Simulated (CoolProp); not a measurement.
The fluoroketone C6F12O (FK-5-1-12) along the isobar 2.42 MPa: fugacity coefficient from the reference equation and from simpler models built on Tc = 168.7 °C, pc = 1.869 MPa, ω = 0.471; each cubic takes its own stable root.

Computed with CoolProp (reference Helmholtz-energy equation of state, McLinden 2015).

```
T (°C)          phase  reference
------  -------------  ---------
46.45          liquid    0.04313
59.35          liquid    0.06492
72.25          liquid    0.09356
85.05          liquid     0.1295
97.95          liquid     0.1736
110.85         liquid     0.2257
123.75         liquid     0.2855
136.65         liquid     0.3520
149.55         liquid     0.4240
162.45         liquid     0.4991
175.35  supercritical     0.5733
188.15  supercritical     0.6347
201.05  supercritical     0.6774
213.95  supercritical     0.7117
226.85  supercritical     0.7408
```

Q: How far does each simpler model (Redlich-Kwong, Peng-Robinson) lie from the reference over these 15 states: mean and median of the absolute difference, and the worst?

A: 
- Redlich-Kwong: mean 34.1 %, median 16.9 %, worst +126.6 % at 46.45 °C and 2.42 MPa
- Peng-Robinson: mean 1.1 %, median 0.5 %, worst -2.6 % at 201.05 °C and 2.42 MPa
